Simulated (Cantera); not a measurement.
Input: 1 mol MgO, 0.69 mol H2, held at 10000 Pa.

Method: chemical equilibrium by Gibbs-energy minimisation in Cantera with the NASA 1993 tables (ideal gas, pure condensed phases). Candidate condensed phases: H2O, Mg, MgO, Mg(OH)2; 15 gas species. The numbers say what is thermodynamically allowed, not how fast it happens.

Q: What share of the Mg ends up in condensed phases as a function of T (K), at 1950, 2000, 2050, 2100, 2150, 2200, 2250, 2300, 2350, 2400?

A: 
```
T (K)  Mg condensed (%)      as
-----  ----------------  ------
1950               99.4  MgO(s)
2000               99.1  MgO(s)
2050               98.8  MgO(s)
2100               98.3  MgO(s)
2150               97.7  MgO(s)
2200               96.9  MgO(s)
2250               95.8  MgO(s)
2300               94.5  MgO(s)
2350               92.9  MgO(s)
2400               90.8  MgO(s)
```
